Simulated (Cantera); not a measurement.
An isothermal, constant-pressure homogeneous reactor starts with H₂ : O₂ = 0.34 : 1 (molar parts), equivalence ratio 0.17, at 925 K and 2670 Pa.

Model: the H2/O2 subset of GRI-Mech 3.0, which has no nitrogen chemistry, integrated in Cantera. Radical loss at walls, strong at low pressure, is not modelled. Below about 950 K walls govern HO2 and H2O2 in real vessels. The temperature is held fixed by assumption; the heat of reaction is taken as removed at once.

x: mole fraction; the columns are a selection and need not sum to one.

| t (s) | x H₂ | x O₂ | x OH | x H | x H₂O₂ |
|---|---|---|---|---|---|
| 0.000100 | 0.254 | 0.746 | 3.78e-12 | 4.29e-11 | <1e-12 |
| 0.000262 | 0.254 | 0.746 | 2.14e-11 | 2.01e-10 | <1e-12 |
| 0.000687 | 0.254 | 0.746 | 5.01e-10 | 4.47e-9 | <1e-12 |
| 0.00180 | 0.254 | 0.746 | 1.20e-6 | 1.06e-5 | 2.09e-10 |
| 0.00471 | 0.0180 | 0.697 | 0.00387 | 0.0209 | ? |
| 0.0124 | 0.00196 | 0.709 | 0.000322 | 9.64e-5 | ? |
| 0.0324 | 0.000548 | 0.709 | 0.000117 | 7.94e-6 | ? |
| 0.0848 | 0.000130 | 0.709 | 5.65e-5 | 8.65e-7 | ? |
| 0.222 | 2.18e-5 | 0.709 | 2.73e-5 | 7.46e-8 | ? |
| 0.583 | 2.52e-6 | 0.709 | 1.26e-5 | 5.48e-9 | ? |
| 1.53 | 2.04e-7 | 0.709 | 6.01e-6 | 4.81e-10 | ? |
| 4.00 | 1.50e-8 | 0.709 | 3.14e-6 | 6.35e-11 | ? |

Q: Some entries are withheld; supply them.

A: 
- 0.00471, x H₂O₂: 2.14e-6
- 0.0124, x H₂O₂: 1.33e-6
- 0.0324, x H₂O₂: 7.84e-7
- 0.0848, x H₂O₂: 3.88e-7
- 0.222, x H₂O₂: 1.59e-7
- 0.583, x H₂O₂: 6.30e-8
- 1.53, x H₂O₂: 2.43e-8
- 4.00, x H₂O₂: 9.61e-9
